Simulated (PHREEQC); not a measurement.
Solution (25 °C): 6.3 mmol/kgw H3PO4 and 0.25 mmol/kgw NaOH. Closed to the air; pH follows from the charge balance.

The numbers come from PHREEQC with the ion-association model, wateq4f.dat.

Each row changes one thing in this solution. This is a speciation only: nothing precipitates in the calculation.

| case | pH | ionic strength (mol/kgw) |
|---|---|---|
| as made | 2.43 | 0.00418 |
| 0.0018 mol/kgw HNO3 added | ? | 0.00556 |
| NaOH from 0.00025 to 5e-05 mol/kgw | 2.42 | 0.00413 |
| H3PO4 left out | ? | 0.000250 |
| NaOH from 0.00025 to 0.0025 mol/kgw | 2.66 | 0.00485 |

Q: Fill in the missing entries.

A: 
- 0.0018 mol/kgw HNO3 added, pH: 2.31
- H3PO4 left out, pH: 10.39

H3PO4, which wateq4f.dat lacks, is added to it with the constant of phreeqc.dat.
